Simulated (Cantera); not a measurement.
Input: 1 mol Cu, 1.1 mol NH₃, 53 mol H₂, at 10000 Pa.

Equilibrium computed with Cantera from the NASA thermochemical tables; the gas is ideal and each condensed phase is pure. Candidate condensed phases: Cu; 11 gas species. Kinetics and transport are ignored.

x: gas mole fraction; n: condensed amount in mol.

| T (K) | x H₂ | x N₂ | x Cu | x H | x NH₃ | x Cu₂ | n Cu(s) | n Cu(l) |
|---|---|---|---|---|---|---|---|---|
| 1100 | 0.990 | 0.00996 | 5.95e-9 | 8.14e-8 | 3.12e-6 | <1e-12 | 1.00 | 0 |
| 1150 | 0.990 | 0.00996 | 2.89e-8 | 2.35e-7 | 2.40e-6 | <1e-12 | 1.000 | 0 |
| 1200 | 0.990 | 0.00996 | 1.23e-7 | 6.21e-7 | 1.88e-6 | 3.49e-12 | 1.000 | 0 |
| 1250 | 0.990 | 0.00996 | ? | ? | ? | ? | 1.000 | 0 |
| 1300 | 0.990 | 0.00996 | 1.58e-6 | 3.48e-6 | 1.22e-6 | 1.30e-10 | 1.000 | 0 |
| 1350 | 0.990 | 0.00996 | 4.89e-6 | 7.50e-6 | 1.01e-6 | 6.42e-10 | 1.000 | 0 |
| 1400 | 0.990 | 0.00996 | 1.35e-5 | 1.53e-5 | 8.41e-7 | 2.63e-9 | 0 | 0.999 |
| 1450 | 0.990 | 0.00996 | 3.44e-5 | 2.98e-5 | 7.12e-7 | 9.64e-9 | 0 | 0.998 |
| 1500 | 0.990 | 0.00996 | ? | ? | ? | ? | 0 | 0.995 |
| 1550 | 0.990 | 0.00996 | 0.000186 | 9.91e-5 | 5.26e-7 | 9.94e-8 | 0 | 0.990 |
| 1600 | 0.989 | 0.00996 | 0.000398 | 0.000171 | 4.59e-7 | 2.85e-7 | 0 | 0.978 |
| 1650 | 0.989 | 0.00995 | 0.000812 | 0.000286 | 4.03e-7 | 7.62e-7 | 0 | 0.955 |

Question: What belongs in the gaps?

Answer: 
- 1250, x Cu: 4.64e-7
- 1250, x H: 1.52e-6
- 1250, x NH₃: 1.50e-6
- 1250, x Cu₂: 2.29e-11
- 1500, x Cu: 8.22e-5
- 1500, x H: 5.54e-5
- 1500, x NH₃: 6.09e-7
- 1500, x Cu₂: 3.22e-8
